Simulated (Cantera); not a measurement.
Mixture: H₂ : O₂ : N₂ = 1 : 0.98 : 3.69 (molar parts), equivalence ratio 0.51, at 210000 Pa, adiabatic and at constant pressure. Ignition delay is the time to a rise of 400 K.

Detailed kinetics in Cantera: GRI-Mech 3.0 (53 species, 325 reactions). The hydrogen kinetics of GRI-Mech 3.0 are dated; newer H2 mechanisms differ, most at raised pressure. Where the delays flatten at high temperature, the 400 K rule measures the pace of heat release, not the induction time.

Q: Predict: delay at 1300 K; delay at 1375 K; delay at 1450 K; delay at 1525 K; delay at 1600 K; delay at 1675 K; delay at 1750 K.

A: 
```json
{
 "delay at 1300 K": "15.6 µs",
 "delay at 1375 K": "12.0 µs",
 "delay at 1450 K": "9.86 µs",
 "delay at 1525 K": "8.62 µs",
 "delay at 1600 K": "7.92 µs",
 "delay at 1675 K": "7.62 µs",
 "delay at 1750 K": "7.59 µs"
}
```
